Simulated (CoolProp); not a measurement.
Computed with CoolProp (reference Helmholtz-energy equation of state, Thol 2019).

Q: Give the vapour pressure (MPa), vapour density (kg/m³), liquid cp (kJ/(kg K)), surface tension (mN/m) of saturated dodecamethylpentasiloxane (MD3M) at 224.75, 258.85, 292.85 °C.

A: 
```tsv
T (°C)	p (MPa)	vapour density (kg/m³)	liquid cp (kJ/(kg K))	surface tension (mN/m)
224.75	0.0899	9.28	2.15	5.53
258.85	0.189	19.7	2.23	3.78
292.85	0.356	39.7	2.34	2.19
```

Surface tension comes from a separate correlation (Mulero 2014), older than this fluid's equation and unchecked against measurements.
